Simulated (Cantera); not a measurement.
A closed system holds: 1 mol Fe, 1.1 mol NH3, 1.2 mol N2, held at 64.0 Pa.

Cantera equilibrium calculation (NASA polynomials, part measured and part estimated; ideal gas, pure solids and liquids). Candidate condensed phases: Fe; 10 gas species. The numbers say what is thermodynamically allowed, not how fast it happens.

x: gas mole fraction; n: condensed amount in mol.

| T (K) | x N2 | x H2 | x Fe | x H | x NH3 | x N | n Fe(α) | n Fe(γ) | n Fe(δ) | n Fe(l) |
|---|---|---|---|---|---|---|---|---|---|---|
| 1048 | 0.515 | 0.485 | 2.19e-10 | 2.13e-7 | 6.67e-8 | <1e-12 | 1.00 | 0 | 0 | 0 |
| 1123 | 0.515 | 0.485 | (withheld) | (withheld) | (withheld) | <1e-12 | 1.00 | 0 | 0 | 0 |
| 1198 | 0.515 | 0.485 | 7.25e-8 | 5.23e-6 | 2.99e-8 | <1e-12 | 0 | 1.00 | 0 | 0 |
| 1273 | 0.515 | 0.485 | 7.77e-7 | 1.96e-5 | 2.15e-8 | <1e-12 | 0 | 1.000 | 0 | 0 |
| 1348 | 0.515 | 0.485 | (withheld) | (withheld) | (withheld) | <1e-12 | 0 | 1.000 | 0 | 0 |
| 1423 | 0.515 | 0.485 | 4.16e-5 | 0.000183 | 1.23e-8 | <1e-12 | 0 | 1.000 | 0 | 0 |
| 1498 | 0.514 | 0.485 | 0.000225 | 0.000473 | 9.66e-9 | 1.64e-12 | 0 | 0.999 | 0 | 0 |
| 1573 | 0.514 | 0.484 | 0.00103 | 0.00112 | 7.76e-9 | 1.02e-11 | 0 | 0.997 | 0 | 0 |
| 1648 | 0.512 | 0.482 | 0.00408 | 0.00244 | 6.31e-9 | 5.40e-11 | 0 | 0.986 | 0 | 0 |
| 1723 | 0.506 | 0.475 | 0.0143 | 0.00497 | 5.14e-9 | 2.46e-10 | 0 | 0 | 0.951 | 0 |
| 1798 | 0.489 | 0.457 | 0.0447 | 0.00940 | 4.05e-9 | 9.76e-10 | 0 | 0 | 0.840 | 0 |
| 1873 | 0.447 | 0.413 | 0.124 | 0.0164 | 2.87e-9 | 3.37e-9 | 0 | 0 | 0 | 0.516 |

Q: Complete the blanks.

A: 
- 1123, x Fe: 4.87e-9
- 1123, x H: 1.17e-6
- 1123, x NH3: 4.35e-8
- 1348, x Fe: 6.37e-6
- 1348, x H: 6.37e-5
- 1348, x NH3: 1.60e-8
